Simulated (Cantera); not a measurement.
Hydrocarbon pyrolysis for carbon deposition

An isothermal, constant-pressure homogeneous reactor starts with 1.30 % CH4, 98.6 % N2, 0.112 % H2O, at 1850 K and 16.5 Torr.

Model: GRI-Mech 3.0 (53 species, 325 reactions), integrated in Cantera. GRI-Mech 3.0 stops at C3 and has no aromatics, soot or wall deposition, so with more carbon than oxygen in the feed, carbon stays in small species such as C2H2 where larger ones or solid carbon would form. Radical loss at walls, strong at low pressure, is not modelled.

```json
[
 {"t (s)": "3.00e-6", "x CH4": "0.0130", "x C2H6": "<1e-12", "x C2H2": "<1e-12", "x CH2": "<1e-12", "x C2H": "<1e-12", "x HCN": "<1e-12"},
 {"t (s)": "1.60e-5", "x CH4": "0.0130", "x C2H6": "<1e-12", "x C2H2": "<1e-12", "x CH2": "<1e-12", "x C2H": "<1e-12", "x HCN": "<1e-12"},
 {"t (s)": "8.57e-5", "x CH4": "0.0130", "x C2H6": "1.63e-12", "x C2H2": "<1e-12", "x CH2": "5.40e-11", "x C2H": "<1e-12", "x HCN": "<1e-12"},
 {"t (s)": "0.000458", "x CH4": "0.0130", "x C2H6": "3.22e-10", "x C2H2": "5.70e-11", "x CH2": "3.26e-9", "x C2H": "<1e-12", "x HCN": "1.70e-12"},
 {"t (s)": "0.00245", "x CH4": "0.0129", "x C2H6": "2.12e-8", "x C2H2": "6.76e-8", "x CH2": "6.89e-8", "x C2H": "1.54e-12", "x HCN": "1.21e-10"},
 {"t (s)": "0.0131", "x CH4": "0.0120", "x C2H6": "6.00e-7", "x C2H2": "5.17e-5", "x CH2": "1.09e-6", "x C2H": "4.47e-9", "x HCN": "2.38e-8"},
 {"t (s)": "0.0700", "x CH4": "0.00403", "x C2H6": "4.86e-7", "x C2H2": "0.00394", "x CH2": "2.68e-6", "x C2H": "3.15e-7", "x HCN": "5.36e-6"},
 {"t (s)": "0.374", "x CH4": "0.000299", "x C2H6": "7.79e-9", "x C2H2": "0.00615", "x CH2": "8.04e-7", "x C2H": "7.34e-7", "x HCN": "3.86e-5"},
 {"t (s)": "2.00", "x CH4": "4.92e-5", "x C2H6": "4.44e-10", "x C2H2": "0.00602", "x CH2": "3.20e-7", "x C2H": "1.06e-6", "x HCN": "0.000137"}
]
```
x: mole fraction; the columns are a selection and need not sum to one.

Equilibrium at this temperature and pressure: CH4 4.63e-8, C2H6 <1e-12, C2H2 0.000315, CH2 7.07e-10, C2H 8.62e-8, HCN 0.0111 (gas phase only).
